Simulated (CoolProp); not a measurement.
Values from CoolProp's reference Helmholtz-energy equation of state, Lemmon 2016.

**Question.** For R115, give the phase and the Z, cv (kJ/(kg K)) at 202 K and 0.068 MPa.

**Answer.** 
- 202 K and 0.068 MPa: liquid; Z 0.00378, cv 0.589
